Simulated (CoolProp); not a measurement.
Saturation properties of nitrous oxide.

Model: reference Helmholtz-energy equation of state, Lemmon 2006, in CoolProp. It is a short technical equation, of lower accuracy than the large ones.

```
T (K)  p (MPa)  liquid density (kg/m³)  liquid cp (kJ/(kg K))
-----  -------  ----------------------  ---------------------
229.9   0.8352                    1086                  1.828
239.1    1.153                    1053                  1.877
248.4    1.556                    1017                  1.943
257.6    2.047                     ___                    ___
266.8    2.643                   938.1                  2.154
276.1    3.365                   891.8                  2.342
285.3    4.212                     ___                  2.661
294.5    5.209                   774.5                  3.346
303.8      ___                   679.3                    ___
```

Complete the blanks.


- 257.6, liquid density (kg/m³): 979.4
- 257.6, liquid cp (kJ/(kg K)): 2.030
- 285.3, liquid density (kg/m³): 839.1
- 303.8, p (MPa): 6.397
- 303.8, liquid cp (kJ/(kg K)): 6.224

It boils at 184.7 K under 1 atm.
